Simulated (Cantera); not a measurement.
An adiabatic, constant-pressure homogeneous reactor starts with 25.1 % H₂, 11.3 % O₂, 58.3 % N₂, 5.28 % H₂O, equivalence ratio 1.1, at 1175 K and 2300000 Pa.

Cantera simulation using the H2/O2 subset of GRI-Mech 3.0, which has no nitrogen chemistry; the numbers are that mechanism's predictions, not measurements. The hydrogen kinetics of GRI-Mech 3.0 are dated; newer H2 mechanisms differ, most at raised pressure. The pressure lies above the range GRI-Mech 3.0 was tuned for (to about 10 atm).

x: mole fraction; the columns are a selection and need not sum to one.

```
t (s)     T (K)    x H₂      x O₂   x H₂O       x H      x OH    x H₂O₂       x O
--------  -----  ------  --------  ------  --------  --------  --------  --------
1.00e-6    1175   0.251     0.113  0.0528  8.19e-10  5.58e-11  8.32e-10  1.11e-10
2.96e-6    1175   0.251     0.113  0.0528  9.37e-10  6.82e-11   7.36e-9  1.27e-10
8.77e-6    1175   0.251     0.113  0.0528   1.39e-9  1.36e-10   6.24e-8  1.88e-10
2.60e-5    1175   0.251     0.113  0.0528       [?]  6.19e-10       [?]  5.22e-10
7.70e-5    1175   0.251     0.113  0.0528       [?]       [?]       [?]       [?]
0.000228   1222   0.245     0.109  0.0590   4.92e-6   1.65e-6  0.000724   6.85e-7
0.000675   2688  0.0315  0.000805   0.306   0.00203   0.00498   4.28e-7  0.000205
0.00200    2688  0.0315  0.000805   0.306   0.00203   0.00498   4.28e-7  0.000205
0.00592    2688  0.0315  0.000805   0.306   0.00203   0.00498   4.28e-7  0.000205
0.0175     2688  0.0315  0.000805   0.306   0.00203   0.00498   4.28e-7  0.000205
0.0520     2688  0.0315  0.000805   0.306   0.00203   0.00498   4.28e-7  0.000205
0.154      2688  0.0315  0.000805   0.306   0.00203   0.00498   4.28e-7  0.000205
0.456      2688  0.0315  0.000805   0.306   0.00203   0.00498   4.28e-7  0.000205
1.35       2688  0.0315  0.000805   0.306   0.00203   0.00498   4.28e-7  0.000205
4.00       2688  0.0315  0.000805   0.306   0.00203   0.00498   4.28e-7  0.000205
```

Q: Some entries are withheld; supply them.

A: 
- 2.60e-5, x H: 3.85e-9
- 2.60e-5, x H₂O₂: 5.37e-7
- 7.70e-5, x H: 3.79e-8
- 7.70e-5, x OH: 8.71e-9
- 7.70e-5, x H₂O₂: 8.99e-6
- 7.70e-5, x O: 5.15e-9
